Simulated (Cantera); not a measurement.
Equilibrium for nitride etching: AlN + H2 + HCl

Charge: 1 mol AlN, 7.8 mol H2, 3.5 mol HCl, equilibrated at 9.60 Pa.

Equilibrium computed with Cantera from the NASA thermochemical tables; the gas is ideal and each condensed phase is pure. Candidate condensed phases: Al, AlCl3, AlN, NH4Cl; 20 gas species. The tables' values for AlCl2 are old estimates; treat these amounts as uncertain. Kinetics and transport are ignored.

| T (°C) | log p H2 | log p HCl | log p H | log p AlCl | log p AlCl3 | log p N2 | log p Cl | n AlN(s) |
|---|---|---|---|---|---|---|---|---|
| 575 | -4.12 | -5.00 | -12.78 | -12.83 | -5.18 | -5.48 | -13.66 | 0.228 |
| 675 | -4.12 | -5.02 | -11.34 | -10.55 | -5.17 | -5.47 | -12.26 | 0.207 |
| 775 | -4.12 | -5.04 | -10.17 | -8.71 | -5.16 | -5.46 | -11.14 | 0.189 |
| 875 | -4.12 | -5.06 | -9.20 | -7.20 | -5.16 | -5.45 | -10.20 | 0.167 |
| 975 | -4.12 | -5.08 | -8.39 | -5.96 | -5.20 | -5.40 | -9.42 | 0.0530 |
| 1075 | -4.14 | -4.93 | -7.71 | -5.47 | -5.42 | -5.39 | -8.57 | 0 |
| 1175 | -4.17 | -4.80 | -7.12 | -5.26 | -5.82 | -5.40 | -7.84 | 0 |
| 1275 | -4.18 | -4.74 | -6.60 | -5.17 | -6.39 | -5.41 | -7.26 | 0 |
| 1375 | -4.19 | -4.73 | -6.14 | -5.14 | -7.01 | -5.41 | -6.79 | 0 |
| 1475 | -4.20 | -4.73 | -5.74 | -5.13 | -7.60 | -5.41 | -6.39 | 0 |
| 1575 | -4.21 | -4.75 | -5.38 | -5.13 | -8.16 | -5.42 | -6.04 | 0 |
| 1675 | -4.24 | -4.78 | -5.07 | -5.14 | -8.69 | -5.43 | -5.73 | 0 |
| 1775 | -4.29 | -4.84 | -4.79 | -5.17 | -9.23 | -5.46 | -5.48 | 0 |
log p: log10 of the partial pressure in bar; n: condensed amount in mol.

From 575 °C to 975 °C the condensed part is AlN(s). From 1075 °C to 1775 °C nothing is condensed. The main Al-bearing gas is AlCl3 at 575 °C and AlCl at 1775 °C.
